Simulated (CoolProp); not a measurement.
Model: reference Helmholtz-energy equation of state, Setzmann 1991, in CoolProp.

Problem. For methane, give the phase and the cv (kJ/(kg K)), Joule-Thomson coefficient (K/MPa), Prandtl number at -157.35 °C and 101 kPa; -122.15 °C and 101 kPa.

Solution. 
- -157.35 °C and 101 kPa: gas; cv 1.60, Joule-Thomson coefficient 27.1, Prandtl number 0.816
- -122.15 °C and 101 kPa: gas; cv 1.57, Joule-Thomson coefficient 15.5, Prandtl number 0.789

Viscosity comes from a separate model (Quiñones-Cisneros 2006). Thermal conductivity comes from a separate model (Friend 1989).
